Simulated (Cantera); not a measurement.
A Cantera script and its output.

```python
import numpy as np
import cantera as ct

gas = ct.Solution("gri30.yaml")
gas.TPX = 1175, 1700, {'H2': 0.068, 'O2': 1, 'N2': 0.011}
reactor = ct.IdealGasConstPressureReactor(gas, energy="off", clone=False)
net = ct.ReactorNet([reactor])
net.rtol, net.atol = 1e-08, 1e-18
show = ['H2', 'O2', 'H2O2', 'H2O', 'OH', 'HO2']
times = np.geomspace(7e-05, 60, 13)

steps = ct.SolutionArray(gas, extra=["t"])
rows = []
print(f"{'t/s':>10s}{'T/K':>9s}{'P/Pa':>11s}" + "".join(f"{s:>11s}" for s in show))
for t in times:
    while net.time < t:
        t_next = net.step()
        steps.append(gas.state, t=t_next)
    rows.append([np.interp(t, steps.t, y) for y in (steps.T, steps.P, *steps(*show).X.T)])
    print(f"{t:10.3e}{rows[-1][0]:9.1f}{rows[-1][1]:11.4g}" + "".join(f"{x:11.3e}" for x in rows[-1][2:]))
rate = np.gradient(steps.T, steps.t)
print("integrator steps:", len(steps.t))
if steps.T.max() > steps.T[0] + 200:
    print(f"time of steepest temperature rise: {steps.t[rate.argmax()]:.4e} s")
gas.TPX = 1175, 1700, {'H2': 0.068, 'O2': 1, 'N2': 0.011}
gas.equilibrate("TP")
print(f"equilibrium (TP): T = {gas.T:.1f} K  " + "  ".join(f"{s} {gas[s].X[0]:.3e}" for s in show))
```

Result:

```
       t/s      T/K       P/Pa         H2         O2       H2O2        H2O         OH        HO2
 7.000e-05   1175.0       1700  6.302e-02  9.268e-01  5.386e-13  8.370e-10  1.338e-09  2.960e-09
 2.185e-04   1175.0       1700  6.302e-02  9.268e-01  5.253e-12  1.869e-08  1.095e-08  9.304e-09
 6.822e-04   1175.0       1700  6.302e-02  9.268e-01  5.533e-11  2.336e-06  9.280e-07  3.776e-08
 2.130e-03   1175.0       1700  9.464e-03  8.898e-01  3.757e-07  4.281e-02  6.495e-03  6.192e-06
 6.649e-03   1175.0       1700  1.077e-03  8.901e-01  1.390e-07  5.653e-02  3.455e-03  5.483e-06
 2.076e-02   1175.0       1700  5.518e-04  9.078e-01  1.466e-07  6.113e-02  2.481e-03  4.691e-06
 6.481e-02   1175.0       1700  1.261e-04  9.205e-01  1.215e-07  6.405e-02  1.186e-03  2.662e-06
 2.023e-01   1175.0       1700  1.630e-05  9.238e-01  6.198e-08  6.481e-02  4.299e-04  8.080e-07
 6.316e-01   1175.0       1700  2.127e-06  9.243e-01  2.201e-08  6.499e-02  1.571e-04  1.692e-07
 1.972e+00   1175.0       1700  3.596e-07  9.244e-01  6.840e-09  6.504e-02  6.520e-05  3.628e-08
 6.156e+00   1175.0       1700  7.791e-08  9.244e-01  2.081e-09  6.506e-02  3.053e-05  1.044e-08
 1.922e+01   1175.0       1700  2.020e-08  9.244e-01  6.526e-10  6.506e-02  1.560e-05  6.133e-09
 6.000e+01   1175.0       1700  6.551e-09  9.244e-01  2.410e-10  6.507e-02  8.900e-06  7.379e-09
integrator steps: 1914
equilibrium (TP): T = 1175.0 K  H2 3.905e-09  O2 9.244e-01  H2O2 1.555e-10  H2O 6.507e-02  OH 6.868e-06  HO2 8.936e-09
```

Detailed kinetics in Cantera: GRI-Mech 3.0 (53 species, 325 reactions). Radical loss at walls, strong at low pressure, is not modelled. The temperature is held fixed by assumption; the heat of reaction is taken as removed at once.
